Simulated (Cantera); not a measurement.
**Thermodynamics of hydrogen reduction and annealing atmospheres, feed FeS + H2 + H2O**

Input: 1 mol FeS, 540 mol H2, 5.6 mol H2O, at 0.100 bar.

Cantera equilibrium calculation (NASA polynomials, part measured and part estimated; ideal gas, pure solids and liquids). Candidate condensed phases: Fe, FeO, Fe(OH)2, Fe(OH)3, FeS, FeSO4, FeS2, Fe2O3, Fe2(SO4)3, Fe3O4, H2O, H2SO4, S; 22 gas species. Rates play no part.

From 1398 K to 1648 K the condensed part is Fe(γ). From 1673 K to 1723 K the condensed part is Fe(δ). The main Fe-bearing gas is Fe throughout.

| T (K) | x H2 | x H2O | x H2S | x H | x SH | x Fe | x S2 | n Fe(γ) | n Fe(δ) |
|---|---|---|---|---|---|---|---|---|---|
| 1398 | 0.988 | 0.0103 | 0.00182 | 1.49e-5 | 9.85e-6 | 1.46e-7 | 8.92e-7 | 1.000 | 0 |
| 1423 | 0.988 | 0.0103 | 0.00182 | 2.09e-5 | 1.26e-5 | 2.67e-7 | 1.17e-6 | 1.000 | 0 |
| 1448 | 0.988 | 0.0103 | 0.00181 | 2.90e-5 | 1.60e-5 | 4.77e-7 | 1.52e-6 | 1.000 | 0 |
| 1473 | 0.988 | 0.0103 | 0.00181 | 3.98e-5 | 2.01e-5 | 8.36e-7 | 1.95e-6 | 1.000 | 0 |
| 1498 | 0.988 | 0.0103 | 0.00180 | 5.40e-5 | 2.51e-5 | 1.44e-6 | 2.47e-6 | 0.999 | 0 |
| 1523 | 0.988 | 0.0103 | 0.00180 | 7.26e-5 | 3.11e-5 | 2.43e-6 | 3.12e-6 | 0.999 | 0 |
| 1548 | 0.988 | 0.0103 | 0.00179 | 9.68e-5 | 3.82e-5 | 4.03e-6 | 3.89e-6 | 0.998 | 0 |
| 1573 | 0.988 | 0.0103 | 0.00178 | 0.000128 | 4.65e-5 | 6.57e-6 | 4.81e-6 | 0.996 | 0 |
| 1598 | 0.988 | 0.0103 | 0.00176 | 0.000167 | 5.63e-5 | 1.06e-5 | 5.89e-6 | 0.994 | 0 |
| 1623 | 0.988 | 0.0103 | 0.00175 | 0.000217 | 6.76e-5 | 1.67e-5 | 7.15e-6 | 0.991 | 0 |
| 1648 | 0.988 | 0.0103 | 0.00173 | 0.000280 | 8.06e-5 | 2.61e-5 | 8.60e-6 | 0.986 | 0 |
| 1673 | 0.988 | 0.0103 | 0.00171 | 0.000358 | 9.54e-5 | 4.01e-5 | 1.03e-5 | 0 | 0.978 |
| 1698 | 0.987 | 0.0103 | 0.00169 | 0.000454 | 0.000112 | 6.09e-5 | 1.21e-5 | 0 | 0.967 |
| 1723 | 0.987 | 0.0103 | 0.00167 | 0.000573 | 0.000131 | 9.13e-5 | 1.42e-5 | 0 | 0.950 |
x: gas mole fraction; n: condensed amount in mol.
